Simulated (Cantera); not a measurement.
An isothermal, constant-pressure homogeneous reactor starts with 51.3 % N2O, 48.7 % O2, at 1048 K and 0.266 atm.

Computed with Cantera and GRI-Mech 3.0 (53 species, 325 reactions). GRI-Mech 3.0 was tuned for natural gas; its chemistry of N2O as a main component is partial and can be far from experiment. The mechanism lacks the step 2 NO + O2 → 2 NO2, which can matter for NO2 below about 1400 K. The temperature is held fixed by assumption; the heat of reaction is taken as removed at once.

### Question
Predict: x(N2O) at 20.0 s; x(O2) at 20.0 s; x(O) at 20.0 s; x(NO) at 20.0 s; x(NO2) at 20.0 s; x(N2) at 20.0 s.

### Answer
| Item | Value |
|---|---|
| x(N2O) at 20.0 s | 0.443 (gas-phase equilibrium 1.85e-9) |
| x(O2) at 20.0 s | 0.500 (gas-phase equilibrium 0.592) |
| x(O) at 20.0 s | 1.14e-7 (gas-phase equilibrium 9.43e-10) |
| x(NO) at 20.0 s | 0.00290 (gas-phase equilibrium 6.29e-5) |
| x(NO2) at 20.0 s | 1.23e-5 (gas-phase equilibrium 2.14e-6) |
| x(N2) at 20.0 s | 0.0544 (gas-phase equilibrium 0.408) |
